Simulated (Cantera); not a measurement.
Feed: 1 mol Si, a varied amount of F2, 6.1 mol N2, 2.6 mol HCl, equilibrated at 1202 °C and 100 Torr.

Equilibrium computed with Cantera from the NASA thermochemical tables; the gas is ideal and each condensed phase is pure. Candidate condensed phases: NH4Cl, Si, Si3N4; 49 gas species. N2 is the only nitrogen source here; it is nearly inert below about 1500 K, so the nitride shown seldom forms there in practice. The tables' values for SiCl3, SiF3, SiF2 are old estimates; treat these amounts as uncertain. Kinetics and transport are ignored.

log p: log10 of the partial pressure in bar; n: condensed amount in mol.

| n(F2) (mol) | log p N2 | log p F | log p HCl | log p HF | log p ClF | log p SiF4 | log p Cl2 | log p H2 | log p Cl | log p SiCl4 | n Si3N4(s) |
|---|---|---|---|---|---|---|---|---|---|---|---|
| 0.93 | -1.05 | -12.00 | -1.62 | -3.53 | <-12 | -2.18 | -8.46 | -2.13 | -5.54 | -2.60 | 0.0743 |
| 1.1 | -1.05 | -11.98 | -1.63 | -3.52 | <-12 | ___ | -8.46 | -2.14 | -5.54 | -2.61 | ___ |
| 1.3 | -1.05 | -11.97 | -1.64 | -3.51 | <-12 | ___ | -8.47 | -2.14 | -5.54 | -2.62 | ___ |
| 1.5 | -1.06 | -11.85 | -1.60 | -3.44 | <-12 | -1.99 | -8.30 | -2.24 | -5.46 | -2.67 | 0 |
| 1.8 | -1.07 | -11.49 | -1.51 | -3.27 | <-12 | -1.91 | -7.75 | -2.61 | -5.18 | -2.93 | 0 |
| 2.2 | -1.09 | -7.99 | -1.53 | -2.27 | -7.73 | -1.87 | -2.78 | -7.63 | -2.70 | -6.97 | 0 |
| 2.6 | -1.11 | -7.04 | -1.75 | -1.81 | -6.52 | -1.89 | -2.24 | -8.60 | -2.43 | -9.69 | 0 |
| 3 | -1.13 | -6.34 | -2.13 | -1.61 | -5.70 | -1.91 | -2.01 | -9.60 | -2.31 | -12.07 | 0 |
| 3.6 | -1.15 | -2.89 | -5.50 | -1.52 | -2.25 | -1.94 | -2.01 | <-12 | -2.31 | <-12 | 0 |
| 4.2 | -1.18 | -2.32 | -6.23 | -1.55 | -1.83 | -1.96 | -2.30 | <-12 | -2.46 | <-12 | 0 |
| 5 | -1.22 | -1.90 | -6.97 | -1.59 | -1.68 | -2.00 | -2.84 | <-12 | -2.73 | <-12 | 0 |
| 6 | -1.27 | -1.59 | -7.64 | -1.64 | -1.67 | -2.06 | -3.46 | <-12 | -3.04 | <-12 | 0 |
| 7 | -1.32 | -1.42 | -8.06 | -1.69 | -1.71 | -2.11 | -3.87 | <-12 | -3.24 | <-12 | 0 |

Q: Some entries are withheld; supply them.

A: 
- 1.1, log p SiF4: -2.12
- 1.1, n Si3N4(s): 0.0456
- 1.3, log p SiF4: -2.05
- 1.3, n Si3N4(s): 0.0118
